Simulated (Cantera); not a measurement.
Feed: 1 mol NaCl, 3.2 mol HCl, 3.1 mol H2, at 190 Pa.

These are equilibrium values from Cantera (NASA tables, ideal gas, pure condensed phases), not measurements of a reactor. Candidate condensed phases: Na, NaCl; 10 gas species. Rates play no part. All values below are at 1848 K.

Base state: HCl 0.431, H2 0.419, NaCl 0.133, H 0.00787, Cl 0.00616, Na 0.00270 (mole fractions); condensed: gas only.

Q: What changes in the equilibrium state with this change: NaCl replaced by SrCl2?

A: 
```tsv
species	before	after
HCl	0.431	0.429
H2	0.419	0.421
SrCl2	0	0.136
NaCl	0.133	0
Na	0.00270	0
SrCl	0	0.000147
Cl	0.00616	0.00612
H	0.00787	0.00789
```
Further candidate phases: Sr, SrCl2.
